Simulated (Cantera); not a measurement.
## Thermodynamics of tantalum, niobium, vanadium and zirconium in process gases, feed Zr + H2O + H2

A closed system holds: 1 mol Zr, 0.029 mol H2O, 34 mol H2, held at 0.0133 bar.

These are equilibrium values from Cantera (NASA tables, ideal gas, pure condensed phases), not measurements of a reactor. Candidate condensed phases: H2O, Zr, ZrO2; 12 gas species. Mutual solubility and eutectic melting of coexisting phases are not modelled. Condensed phases not in the tables: N, O or C dissolved in the metal. Equilibrium is a limit: real reactors are often held back by kinetics, nucleation or transport.

At 1425 K the condensed part is Zr(β) + ZrO2(monoclinic). From 1575 K to 2025 K the condensed part is Zr(β) + ZrO2(tetragonal). From 2175 K to 2325 K the condensed part is Zr(l) + ZrO2(tetragonal). From 2475 K to 2775 K the condensed part is Zr(l).

| T (K) | x H2 | x H | x Zr | x ZrO | x H2O | x ZrO2 | n Zr(β) | n ZrO2(monoclinic) | n ZrO2(tetragonal) | n Zr(l) |
|---|---|---|---|---|---|---|---|---|---|---|
| 1425 | 1.000 | 5.91e-5 | <1e-12 | 1.20e-12 | 9.28e-10 | <1e-12 | 0.986 | 0.0145 | 0 | 0 |
| 1575 | 1.000 | 0.000360 | 1.04e-11 | 1.76e-10 | 9.73e-9 | <1e-12 | 0.986 | 0 | 0.0145 | 0 |
| 1725 | 0.998 | 0.00161 | 5.72e-10 | 1.07e-8 | 6.67e-8 | 1.45e-12 | 0.986 | 0 | 0.0145 | 0 |
| 1875 | 0.994 | 0.00566 | 1.65e-8 | 3.31e-7 | 3.34e-7 | 1.11e-10 | 0.985 | 0 | 0.0145 | 0 |
| 2025 | 0.983 | 0.0165 | 2.88e-7 | 6.12e-6 | 1.30e-6 | 4.42e-9 | 0.985 | 0 | 0.0144 | 0 |
| 2175 | 0.959 | 0.0414 | 3.29e-6 | 7.40e-5 | 4.19e-6 | 1.05e-7 | 0 | 0 | 0.0131 | 0.984 |
| 2325 | 0.909 | 0.0908 | 2.59e-5 | 0.000627 | 1.16e-5 | 1.64e-6 | 0 | 0 | 0.00306 | 0.974 |
| 2475 | 0.822 | 0.177 | 0.000158 | 0.000770 | 5.07e-6 | 6.54e-7 | 0 | 0 | 0 | 0.965 |
| 2625 | 0.693 | 0.306 | 0.000780 | 0.000718 | 1.76e-6 | 1.77e-7 | 0 | 0 | 0 | 0.940 |
| 2775 | 0.526 | 0.470 | 0.00323 | 0.000648 | 5.88e-7 | 5.10e-8 | 0 | 0 | 0 | 0.827 |
x: gas mole fraction; n: condensed amount in mol.
